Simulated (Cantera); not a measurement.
A freely propagating, adiabatic, planar premixed flame of CO : H2 : O2 : N2 = 1 : 0.13 : 0.418 : 1.57 (molar parts), equivalence ratio 1.4, unburnt at 325 K and 1.00 bar; mixture-averaged transport, grid criteria slope 0.08 and curve 0.16, no radiation.

Model: GRI-Mech 3.0 (53 species, 325 reactions), integrated in Cantera. Burning velocities carry a grid error of a few per cent, more on coarse grids.

x: mole fraction of selected species; z is measured from the peak of heat release.

```
z (mm)  T (K)  u (m/s)   x CO     x H2    x O2      x O       x H    x NO2
------  -----  -------  -----  -------  ------  -------  --------  -------
-1.68     325    0.850  0.321   0.0417   0.134    <1e-8     <1e-8    <1e-8
-1.12     325    0.850  0.321   0.0417   0.134    <1e-8     <1e-8    <1e-8
-0.840    325    0.850  0.321   0.0415   0.134    <1e-8     <1e-8    <1e-8
-0.560    325    0.850  0.321   0.0411   0.134    <1e-8     <1e-8    <1e-8
-0.280    334    0.870  0.322   0.0376   0.134  8.40e-8     <1e-8    <1e-8
-0.140    509     1.32  0.317   0.0304   0.130  2.40e-5  0.000123  1.09e-8
0        1000     2.54  0.284   0.0182   0.106  0.00207   0.00481    <1e-8
0.140    1357     3.37  0.234  0.00745  0.0690  0.00989    0.0129    <1e-8
0.280    1564     3.81  0.193  0.00479  0.0445   0.0140    0.0170    <1e-8
0.560    1764     4.21  0.161  0.00519  0.0292   0.0127    0.0164    <1e-8
1.12     1932     4.56  0.151  0.00516  0.0235  0.00902    0.0109    <1e-8
2.24     2081     4.86  0.142  0.00463  0.0184  0.00568   0.00649  1.11e-8
4.48     2203     5.09  0.132      ___     ___      ___       ___      ___
```

Q: Complete the blanks.

A: 
- 4.48, x H2: 0.00406
- 4.48, x O2: 0.0132
- 4.48, x O: 0.00334
- 4.48, x H: 0.00387
- 4.48, x NO2: 1.70e-8
